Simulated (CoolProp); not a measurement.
The fluid at 207.1 K and 1.54 MPa is compressed adiabatically to 5.74 MPa with isentropic efficiency 0.9. The same conditions are run with several fluids, on thermodynamics alone (safety and materials aside).

Computed with CoolProp (reference Helmholtz-energy equation of state of each fluid (nitrogen: Span 2000; dry air: Lemmon 2000; oxygen: Schmidt 1985; carbon monoxide: Lemmon 2006)). Blends and air are pseudo-pure fits.

```tsv
fluid	work (kJ/kg)	final temperature (K)	final density (kg/m³)
nitrogen	108	314.2	61.4
dry air	104	314.3	63.9
oxygen	92.4	313.8	72.1
carbon monoxide	107	314.4	61.7
```

Above 300 K oxygen's equation is extrapolated.
